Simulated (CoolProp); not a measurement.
Vapour-liquid equilibrium of acetone (1) + toluene (2) at 0.756 MPa; x and y are mole fractions of (1).

Values from CoolProp's multi-fluid Helmholtz-energy mixture model, Lemmon 2006 and Lemmon 2006; pair parameters Bell 2016.

| x | bubble temperature, mixture model (°C) | bubble temperature, Raoult's law (°C) | y, mixture model | y, Raoult's law |
|---|---|---|---|---|
| 0.05 | 191.8 | 193.3 | 0.163 | 0.164 |
| 0.2 | 172.6 | 176.3 | 0.474 | 0.491 |
| 0.35 | 160.0 | 163.4 | 0.647 | 0.682 |
| 0.5 | 150.8 | 153.2 | 0.760 | 0.804 |
| 0.65 | 143.5 | 144.9 | 0.845 | 0.887 |
| 0.8 | 137.3 | 137.8 | 0.916 | 0.945 |
| 0.95 | 131.7 | 131.8 | 0.980 | 0.988 |

The largest gap from Raoult's law is -3.7 K in bubble temperature, at x = 0.2. No azeotrope shows between x = 0.05 and 0.95.

Pair parameters are fitted to limited data, so mixtures are less certain than the pure fluids.
